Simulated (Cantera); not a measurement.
## Thermodynamics of silicon epitaxy and polysilicon growth, feed SiH2Cl2 + N2 + HCl

Charge: 1 mol SiH2Cl2, 4.8 mol N2, 0.19 mol HCl, held at 10000 Pa.

These are equilibrium values from Cantera (NASA tables, ideal gas, pure condensed phases), not measurements of a reactor. Candidate condensed phases: NH4Cl, Si, Si3N4; 28 gas species. N2 is the only nitrogen source here; it is nearly inert below about 1500 K, so the nitride shown seldom forms there in practice. The tables' values for SiCl3, SiCl are old estimates; treat these amounts as uncertain. The numbers say what is thermodynamically allowed, not how fast it happens.

From 1398 K to 1723 K the condensed part is Si3N4(s). The main Si-bearing gas is SiCl4 at 1398 K and SiCl2 at 1723 K. The share of Si in condensed phases is highest at 1398 K (76.8 %) and lowest at 1723 K (41.3 %).

```csv
T (K),log p N2,log p HCl,log p H2,log p SiCl2,log p SiCl4,log p SiCl3,n Si3N4(s)
1398,-1.17,-1.67,-2.17,-3.43,-2.56,-3.31,0.256
1423,-1.17,-1.67,-2.17,-3.26,-2.59,-3.22,0.253
1448,-1.17,-1.67,-2.17,-3.10,-2.62,-3.14,0.250
1473,-1.17,-1.68,-2.17,-2.95,-2.66,-3.08,0.245
1498,-1.17,-1.69,-2.16,-2.82,-2.72,-3.02,0.239
1523,-1.17,-1.69,-2.16,-2.69,-2.78,-2.97,0.231
1548,-1.17,-1.70,-2.15,-2.58,-2.86,-2.94,0.222
1573,-1.17,-1.72,-2.13,-2.48,-2.96,-2.93,0.212
1598,-1.17,-1.73,-2.12,-2.39,-3.07,-2.93,0.200
1623,-1.17,-1.75,-2.10,-2.32,-3.19,-2.94,0.188
1648,-1.17,-1.77,-2.08,-2.25,-3.33,-2.96,0.175
1673,-1.17,-1.80,-2.07,-2.20,-3.48,-3.00,0.163
1698,-1.17,-1.82,-2.05,-2.15,-3.63,-3.04,0.150
1723,-1.17,-1.85,-2.03,-2.11,-3.80,-3.09,0.138
```
log p: log10 of the partial pressure in bar; n: condensed amount in mol.
